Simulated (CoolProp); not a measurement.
n-undecane along the isotherm 346.85 °C: density (kg/m³) from the reference equation and from simpler models built on Tc = 365.7 °C, pc = 1.990 MPa, ω = 0.539; each cubic takes its own stable root.

Computed with CoolProp (reference Helmholtz-energy equation of state, Aleksandrov 2011). It is a short technical equation, of lower accuracy than the large ones.

| p (MPa) | phase | reference |
|---|---|---|
| 0.0766 | gas | 2.363 |
| 0.153 | gas | 4.803 |
| 0.23 | gas | 7.354 |
| 0.306 | gas | 9.972 |
| 0.383 | gas | 12.74 |
| 0.459 | gas | 15.58 |
| 0.536 | gas | 18.61 |
| 0.612 | gas | 21.74 |
| 0.689 | gas | 25.09 |
| 0.766 | gas | 28.63 |
| 0.842 | gas | 32.36 |
| 0.919 | gas | 36.40 |
| 0.995 | gas | 40.71 |

**Question.** How far does each simpler model (ideal gas, van der Waals, Redlich-Kwong, Peng-Robinson) lie from the reference over these 13 states: mean and median of the absolute difference, and the worst?

**Answer.** 
- ideal gas: mean 13.1 %, median 12.7 %, worst -25.9 % at 346.85 °C and 0.995 MPa
- van der Waals: mean 4.0 %, median 3.7 %, worst -8.5 % at 346.85 °C and 0.995 MPa
- Redlich-Kwong: mean 2.3 %, median 2.1 %, worst -5.2 % at 346.85 °C and 0.995 MPa
- Peng-Robinson: mean 0.7 %, median 0.6 %, worst -1.8 % at 346.85 °C and 0.995 MPa
